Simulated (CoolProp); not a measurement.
Tetrahydrofuran along the isobar 8.05 bar: density (kg/m³) from the reference equation and from simpler models built on Tc = 540.2 K, pc = 53.04 bar, ω = 0.234; each cubic takes its own stable root.

Values from CoolProp's reference Helmholtz-energy equation of state, Fiedler 2023.

| T (K) | phase | reference |
|---|---|---|
| 362.1 | liquid | 809.3 |
| 383.4 | liquid | 782.8 |
| 404.7 | liquid | 754.7 |
| 426 | gas | 18.68 |
| 447.3 | gas | 17.41 |
| 468.6 | gas | 16.33 |
| 489.9 | gas | 15.41 |
| 511.2 | gas | 14.60 |
| 532.5 | gas | 13.89 |

How far does each simpler model (Redlich-Kwong, Soave-Redlich-Kwong, Peng-Robinson) lie from the reference over these 9 states: mean and median of the absolute difference, and the worst?


- Redlich-Kwong: mean 4.0 %, median 0.9 %, worst -11.8 % at 404.7 K and 8.05 bar
- Soave-Redlich-Kwong: mean 2.6 %, median 0.2 %, worst -8.1 % at 404.7 K and 8.05 bar
- Peng-Robinson: mean 2.0 %, median 0.7 %, worst +5.1 % at 362.1 K and 8.05 bar
